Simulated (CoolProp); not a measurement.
o-xylene along the isotherm 561.3 K: density (kg/m³) from the reference equation and from simpler models built on Tc = 630.3 K, pc = 37.37 bar, ω = 0.312; each cubic takes its own stable root.

Computed with CoolProp (reference Helmholtz-energy equation of state, Zhou 2012).

| p (bar) | phase | reference | van der Waals | Redlich-Kwong | Soave-Redlich-Kwong | Peng-Robinson |
|---|---|---|---|---|---|---|
| 0.591 | gas | 1.356 | 1.353 | 1.355 | 1.355 | 1.356 |
| 1.12 | gas | 2.591 | 2.578 | 2.585 | 2.587 | 2.591 |
| 2.12 | gas | 4.981 | 4.934 | 4.959 | 4.967 | 4.979 |
| 4.03 | gas | 9.774 | 9.589 | 9.682 | 9.715 | 9.763 |
| 7.63 | gas | 19.81 | 19.00 | 19.39 | 19.54 | 19.73 |
| 14.5 | gas | 45.27 | 40.26 | 42.30 | 43.30 | 44.22 |
| 27.4 | liquid | 601.1 | 349.8 | 477.6 | 506.9 | 573.6 |
| 52 | liquid | 617.5 | 380.8 | 508.6 | 530.9 | 598.9 |
| 98.6 | liquid | 639.8 | 411.6 | 546.5 | 562.7 | 632.7 |
| 187 | liquid | 668.7 | 443.5 | 590.9 | 602.2 | 674.7 |
